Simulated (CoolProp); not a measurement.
A single-stage vapour-compression cycle with R21: evaporating at 300.15 K (dew point), condensing at 323.15 K (bubble point), superheat 8 K, subcooling 2 K, compressor efficiency 0.65, no pressure losses. Each further row changes one setting.

Values from CoolProp's reference Helmholtz-energy equation of state, Platzer 1990. This equation is an older, rougher fit; its heat capacities, sound speeds and derivatives of the liquid may be far off and weren't checked against measurements.

```
case                              cooling COP  pressure ratio  discharge temperature (K)  refrigerating effect (kJ/kg)  volumetric capacity (kJ/m³)
--------------------------------  -----------  --------------  -------------------------  ----------------------------  ---------------------------
as stated                                7.89            2.03                      354.1                           212                         1750
evaporating temperature 305.15 K          ___             ___                        ___                           214                         2060
condensing temperature 318.15 K          10.2             ___                      344.6                           217                         1790
subcooling 7 K                            ___            2.03                      354.1                           217                         1790
superheat 18 K                           7.83            2.03                      364.9                           218                          ___
compressor efficiency 0.55               6.68            2.03                      361.1                           212                         1750
```

What belongs in the gaps?


- evaporating temperature 305.15 K, cooling COP: 10.4
- evaporating temperature 305.15 K, pressure ratio: 1.72
- evaporating temperature 305.15 K, discharge temperature (K): 348.6
- condensing temperature 318.15 K, pressure ratio: 1.76
- subcooling 7 K, cooling COP: 8.10
- superheat 18 K, volumetric capacity (kJ/m³): 1730
